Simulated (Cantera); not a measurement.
Charge: 1 mol SiHCl3, 0.01 mol C2H2, 1800 mol H2, equilibrated at 190 Pa.

Equilibrium computed with Cantera from the NASA thermochemical tables; the gas is ideal and each condensed phase is pure. Candidate condensed phases: C, C6H6, C7H8, C8H18, Si, SiC; 109 gas species. Equilibrium is a limit: real reactors are often held back by kinetics, nucleation or transport. All values below are at 1825 K.

Base state: H2 0.988, H 0.0100, HCl 0.00164, Si 0.000505, SiH 2.32e-5, Cl 1.27e-5 (mole fractions); condensed: gas only.

### Question
What changes in the equilibrium state with this change: H2 from 1800 to 120 mol?

### Answer
```tsv
species	before	after
H2	0.988	0.964
HCl	0.00164	0.0213
H	0.0100	0.00992
Si	0.000505	0.00239
SiCl2	1.71e-6	0.00140
SiCl	2.71e-6	0.000169
Si(l), mol	0	0.466
SiC(s), mol	0	0.0164
```
Mutual solubility and eutectic melting of coexisting phases are not modelled. The tables' values for SiCl are old estimates; treat these amounts as uncertain. Gases not in the tables: Si2H6 and higher silanes.
